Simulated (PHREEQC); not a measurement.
Buffer: speciation

Consider water at 75 °C with 0.0079 mol/kgw H3BO3, 0.002 mol/kgw Na2B4O7 and 9.3e-05 mol/kgw KCl. Closed to the air; pH follows from the charge balance.

All values are PHREEQC results (Pitzer model, pitzer.dat), not measurements.

Each row changes one thing in this solution. No solid was allowed to form.

| case | pH | ionic strength (mol/kgw) | B(OH)4- (mol/kgw) | B3O3(OH)4- (mol/kgw) | SI of Sylvite (KCl) |
|---|---|---|---|---|---|
| as made | 8.71 | 0.00409 | 0.00386 | 2.87e-5 | -9.38 |
| Na2B4O7 left out | 5.66 | 9.52e-5 | 2.11e-6 | 6.79e-9 | -9.33 |
| temperature from 75 to 90 °C | 8.70 | 0.00409 | 0.00376 | 2.84e-5 | -9.44 |
| 0.0046 mol/kgw HCl added | 3.25 | 0.00469 | 1.80e-8 | 2.37e-10 | -7.68 |

Complexes and solids missing from the database can't appear. At this temperature some constants are extrapolated from 25 °C, and those without enthalpy data are left unchanged.
